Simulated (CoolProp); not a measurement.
A single-stage vapour-compression cycle with the fluid: evaporating at 223.15 K (dew point), condensing at 269.15 K (bubble point), superheat 0 K, subcooling 5 K, compressor efficiency 0.65, no pressure losses. The same conditions are run with several fluids, on thermodynamics alone (safety and materials aside).

Computed with CoolProp (reference Helmholtz-energy equation of state of each fluid (R13: Platzer 1990; R142b: Lemmon 2006; R152A: Outcalt 1996; carbonyl sulfide: Lemmon 2006; R143a: Lemmon and Jacobsen 2000; R410A: Lemmon 2003)). The equations of Platzer and Polt are older, rougher fits. Blends and air are pseudo-pure fits.

| fluid | cooling COP | pressure ratio | discharge temperature (K) | refrigerating effect (kJ/kg) | volumetric capacity (kJ/m³) |
|---|---|---|---|---|---|
| R13 | (withheld) | 4.25 | 300.0 | 89.6 | 2370 |
| R142b | 2.78 | (withheld) | 316.0 | 196 | 144 |
| R152A | 2.75 | 8.32 | 332.6 | 286 | 284 |
| carbonyl sulfide | (withheld) | (withheld) | 366.8 | 259 | (withheld) |
| R143a | 2.67 | (withheld) | 304.7 | (withheld) | 723 |
| R410A | 2.66 | 6.48 | 331.3 | 214 | 951 |

Question: Some entries are withheld; supply them.

Answer: 
- R13, cooling COP: 2.40
- R142b, pressure ratio: 9.22
- carbonyl sulfide, cooling COP: 2.70
- carbonyl sulfide, pressure ratio: 5.65
- carbonyl sulfide, volumetric capacity (kJ/m³): 881
- R143a, pressure ratio: 6.15
- R143a, refrigerating effect (kJ/kg): 172
